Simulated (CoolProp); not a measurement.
Values from CoolProp's reference Helmholtz-energy equation of state, Wagner 2002.

**Question.** For water, give the phase and the viscosity (µPa s), Prandtl number at 693.85 °C and 0.635 bar; 203.25 °C and 27.1 bar.

**Answer.** 
- 693.85 °C and 0.635 bar: gas; viscosity 36.3, Prandtl number 0.901
- 203.25 °C and 27.1 bar: liquid; viscosity 133, Prandtl number 0.907

Viscosity comes from a separate model (Huber 2009). Thermal conductivity comes from a separate model (Huber 2012).
